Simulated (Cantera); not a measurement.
A closed system holds: 1 mol (CH3)2SiCl2, 0.15 mol C3H8, 17 mol H2, 0.052 mol C2H4, at 1625 K and 0.670 bar.

Equilibrium computed with Cantera from the NASA thermochemical tables; the gas is ideal and each condensed phase is pure. Candidate condensed phases: C, C6H6, C7H8, C8H18, Si, SiC; 109 gas species. The feed counts by its element totals alone. The tables' values for SiCl3 are old estimates; treat these amounts as uncertain. Equilibrium is a limit: real reactors are often held back by kinetics, nucleation or transport.

What is the equilibrium state?


| Item | Result |
|---|---|
| x(H2) | 0.907 |
| x(HCl) | 0.0913 |
| x(CH4) | 0.000811 |
| x(SiCl2) | 0.000368 |
| x(H) | 8.21e-5 |
| x(SiCl3) | 3.43e-5 |
| x(C2H2 (acetylene)) | 3.23e-5 |
| x(SiHCl3) | 1.15e-5 |
| x(SiCl4) | 7.44e-6 |
| n(C(graphite)) | 1.54 mol |
| n(SiC(s)) | 0.991 mol |
| gas amount | 21.69 mol |
| log10 activity of Si(s) (absent) | -1.94 |
